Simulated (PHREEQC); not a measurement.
Dissolve 0.11 mol/kgw NiCl2, 0.034 mol/kgw Na2SO4 and 0.004 mol/kgw FeSO4 at 35 °C. Closed to the air; pH follows from the charge balance.

The numbers come from PHREEQC with the ion-association model, wateq4f.dat.

```
quantity                           before     after
-------------------------------  --------  --------
pH                                   5.68      5.68
ionic strength (mol/kgw)            0.339     0.333
SO4-2 (mol/kgw)                    0.0178    0.0164
NaSO4- (mol/kgw)                  0.00149   0.00138
FeSO4 (mol/kgw)                  0.000693  0.000131
SI of Melanterite (FeSO4:7H2O)      -3.38     -4.10
SI of Mirabilite (Na2SO4:10H2O)     -4.39     -4.42
```

Task: What was changed between the two runs?
A) NiCl2 left out
B) FeSO4 from 0.004 to 0.0008 mol/kgw
C) temperature from 35 to 20 °C
D) diluted 2-fold with water
E) NiCl2 from 0.11 to 0.099 mol/kgw

Result: B, FeSO4 from 0.004 to 0.0008 mol/kgw

This is a speciation only: nothing precipitates in the calculation. In wateq4f.dat the enthalpy of Ni(OH)2 has the wrong sign, so its saturation index can't be trusted away from 25 °C.
